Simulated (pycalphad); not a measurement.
Al-Ce solution, phase liquid, at 1550 K; mixing quantities and activities refer to the pure elements in the same phase at that temperature, stable or not. Over part of the range this solution is metastable.

Source of the numbers: pycalphad with the COST 507 light-alloy database (1999); pressure 1 atm. The data set is of 1999 and partly superseded.

The enthalpy of mixing at x = 0.5 is -37.84 kJ/mol.

Q: Take a regular solution with Ω = 4 ΔH(0.5). How do its activities of Ce, and those of an ideal solution, compare with the assessed ones?

A: Ω = -151.4 kJ/mol, a = x exp[Ω(1 − x)²/RT].

```
x(Ce)  ideal   regular  assessed  assessed / regular
-----  -----  --------  --------  ------------------
0.02    0.02   2.52e-7   2.21e-5                  87
0.05    0.05   1.25e-6  0.000110                  88
0.1      0.1   7.38e-6  0.000623                  84
0.2      0.2  0.000109   0.00699                  64
0.3      0.3  0.000950    0.0381                  40
0.4      0.4   0.00583     0.127                  22
0.5      0.5    0.0265     0.292                  11
0.6      0.6    0.0916     0.501                 5.5
0.7      0.7     0.243     0.694                 2.9
0.8      0.8     0.500     0.830                 1.7
0.9      0.9     0.800     0.918                 1.1
0.95    0.95     0.923     0.956                 1.0
0.98    0.98     0.975     0.981                 1.0
```
The regular model is symmetric and has no excess entropy; the assessment has an excess entropy of -14.6 J/(mol K) at x = 0.5, and ΔH = -27.35 at x = 0.2 against -21.09 kJ/mol at 0.8.
